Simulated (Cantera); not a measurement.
A perfectly stirred reactor is fed with 2.08 % C₂H₆, 97.9 % H₂, at 1.00 atm; it is held at 1973 K, and followed from long to short residence time.

Detailed kinetics in Cantera: GRI-Mech 3.0 (53 species, 325 reactions). GRI-Mech 3.0 stops at C3 and has no aromatics, soot or wall deposition, so with more carbon than oxygen in the feed, carbon stays in small species such as C2H2 where larger ones or solid carbon would form.

Problem. Predict: x(C₂H₆) at τ = 0.350 s; x(H₂) at τ = 0.350 s; x(CH₄) at τ = 0.350 s; x(C₂H) at τ = 0.350 s; x(CH₃) at τ = 0.350 s; x(C₂H₆) at τ = 25.0 ms; x(H₂) at τ = 25.0 ms; x(CH₄) at τ = 25.0 ms; x(C₂H) at τ = 25.0 ms; x(CH₃) at τ = 25.0 ms.

Solution. 
| Item | Value |
|---|---|
| x(C₂H₆) at τ = 0.350 s | 2.84e-7 |
| x(H₂) at τ = 0.350 s | 0.977 |
| x(CH₄) at τ = 0.350 s | 0.00363 |
| x(C₂H) at τ = 0.350 s | 4.21e-7 |
| x(CH₃) at τ = 0.350 s | 9.83e-5 |
| x(C₂H₆) at τ = 25.0 ms | 2.70e-6 |
| x(H₂) at τ = 25.0 ms | 0.974 |
| x(CH₄) at τ = 25.0 ms | 0.00909 |
| x(C₂H) at τ = 25.0 ms | 3.65e-7 |
| x(CH₃) at τ = 25.0 ms | 0.000251 |
